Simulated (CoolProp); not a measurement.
Values from CoolProp's reference Helmholtz-energy equation of state, Thol 2018.

### Question
For hydrogen chloride, give the phase and the cp (kJ/(kg K)), speed of sound (m/s) at 647.3 K and 18.5 MPa; 647.3 K and 55.4 MPa; 647.3 K and 73.9 MPa.

### Answer
- 647.3 K and 18.5 MPa: supercritical; cp 0.963, speed of sound 467
- 647.3 K and 55.4 MPa: supercritical; cp 1.15, speed of sound 550
- 647.3 K and 73.9 MPa: supercritical; cp 1.18, speed of sound 606
